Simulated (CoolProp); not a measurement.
Vapour-liquid equilibrium of dimethyl ether (1) + n-butane (2) at 4.94 bar; x and y are mole fractions of (1).

The numbers come from the multi-fluid Helmholtz-energy mixture model, Wu 2011 and Bücker 2006; pair parameters Bell 2016 in CoolProp.

**Question.** Give the bubble temperature and the first vapour's composition at x = 0.2, 0.5, 0.95. Is there an azeotrope?

**Answer.** x = 0.2: 36.9 °C, y = 0.404; x = 0.5: 26.8 °C, y = 0.689; x = 0.95: 19.5 °C, y = 0.964. No azeotrope shows between x = 0.05 and 0.95.

The pair parameters rest on a limited set of measurements; away from them the model extrapolates.
